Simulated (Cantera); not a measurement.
# Ignition delay

Mixture: 16.2 % H₂, 17.6 % O₂, 66.2 % N₂, equivalence ratio 0.46, at 4.93 atm, adiabatic and at constant pressure. Ignition delay is the time to a rise of 400 K.

Computed with Cantera and the H2/O2 subset of GRI-Mech 3.0, which has no nitrogen chemistry. The hydrogen kinetics of GRI-Mech 3.0 are dated; newer H2 mechanisms differ, most at raised pressure. Where the delays flatten at high temperature, the 400 K rule measures the pace of heat release, not the induction time.

| T0 (K) | delay (ms) |
|---|---|
| 1225 | 0.0129 |
| 1275 | 0.00868 |
| 1325 | 0.00648 |
| 1375 | 0.00513 |
| 1425 | 0.00424 |
| 1475 | 0.00361 |
| 1525 | 0.00317 |
| 1575 | 0.00284 |
| 1625 | 0.00260 |
| 1675 | 0.00243 |
